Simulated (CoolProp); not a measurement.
Vapour-liquid equilibrium of benzene (1) + ethylbenzene (2) at 491.5 K; x and y are mole fractions of (1).

Model: multi-fluid Helmholtz-energy mixture model, Thol 2012 and Zhou 2012; pair parameters Bell 2016, in CoolProp.

| x | bubble pressure, mixture model (MPa) | bubble pressure, Raoult's law (MPa) | y, mixture model | y, Raoult's law |
|---|---|---|---|---|
| 0.05 | 0.6543 | 0.6712 | 0.108 | 0.142 |
| 0.15 | 0.7555 | 0.8017 | 0.291 | 0.358 |
| 0.25 | 0.8631 | 0.9321 | 0.438 | 0.512 |
| 0.35 | 0.9778 | 1.063 | 0.559 | 0.629 |
| 0.45 | 1.100 | 1.193 | 0.661 | 0.721 |
| 0.55 | 1.230 | 1.324 | 0.746 | 0.794 |
| 0.65 | 1.368 | 1.454 | 0.818 | 0.854 |
| 0.75 | 1.513 | 1.585 | 0.880 | 0.904 |
| 0.85 | 1.667 | 1.715 | 0.933 | 0.947 |
| 0.95 | 1.828 | 1.846 | 0.979 | 0.984 |

The largest gap from Raoult's law is -8.0 % in bubble pressure, at x = 0.35. No azeotrope shows between x = 0.05 and 0.95.

Pair parameters are fitted to limited data, so mixtures are less certain than the pure fluids.
